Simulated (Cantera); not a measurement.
A closed system holds: 1 mol AlCl3, 32 mol N2O, 24 mol N2, at 10000 Pa.

Method: chemical equilibrium by Gibbs-energy minimisation in Cantera with the NASA 1993 tables (ideal gas, pure condensed phases). Candidate condensed phases: Al, AlCl3, AlN, Al2O3; 24 gas species. Condensed phases not in the tables: AlOCl. Kinetics and transport are ignored.

### Question
At 450 °C, list the 3 most abundant gas species with their mole fractions, and the condensed phases.

### Answer
N2 0.770, O2 0.210, Cl2 0.0206. Condensed: Al2O3(s).
